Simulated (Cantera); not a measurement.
Input: 1 mol Fe2O3, 2.1 mol Cl2, 0.45 mol H2, at 113 Torr.

Equilibrium computed with Cantera from the NASA thermochemical tables; the gas is ideal and each condensed phase is pure. Candidate condensed phases: Fe, FeCl2, FeCl3, FeO, Fe(OH)2, Fe(OH)3, Fe2O3, Fe3O4, H2O; 22 gas species. Kinetics and transport are ignored.

### Question
At 1100 K, list the 4 most abundant gas species with their mole fractions, and the condensed phases.

### Answer
Cl2 0.509, HCl 0.338, FeCl3 0.0808, O2 0.0619. Condensed: Fe2O3(s).
